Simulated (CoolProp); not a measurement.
Model: reference Helmholtz-energy equation of state, Lemmon 2006, in CoolProp. It is a short technical equation, of lower accuracy than the large ones.

Give the vapour pressure (MPa), liquid density (kg/m³), liquid cp (kJ/(kg K)), vapour Z of saturated C3F8 (R218) at 177.9, 222.1, 299.4 K.


```
T (K)  p (MPa)  liquid density (kg/m³)  liquid cp (kJ/(kg K))  vapour Z
-----  -------  ----------------------  ---------------------  --------
177.9  0.00245                    1820                  0.862     0.996
222.1   0.0506                    1670                  0.944     0.967
299.4    0.897                    1320                   1.18     0.762
```
